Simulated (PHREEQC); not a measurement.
1 kg of water holding 0.28 mol Na2CO3 and 0.015 mol NaCl meets 20 L of dry gas (N2 1 by moles) at fixed total pressure, at 100 atm; fugacities by Peng-Robinson. The gases take part in no redox reaction, some water evaporates into the gas, and hydrates or a liquid gas phase aren't modelled. Nothing may precipitate in this run.

Model: ion-association model, phreeqc.dat, run in PHREEQC.

| T (°C) | dissolved N2 (mol/kgw) | φ of N2 |
|---|---|---|
| 10 | 0.0627 | 0.958 |
| 20 | 0.0544 | 0.968 |
| 30 | 0.0486 | 0.976 |
| 40 | 0.0445 | 0.984 |
| 50 | 0.0417 | 0.990 |
| 60 | 0.0398 | 0.996 |
| 70 | 0.0386 | 1.001 |
| 80 | 0.0381 | 1.006 |
| 90 | 0.0382 | 1.010 |

Constants without temperature data keep their 25 °C values here.
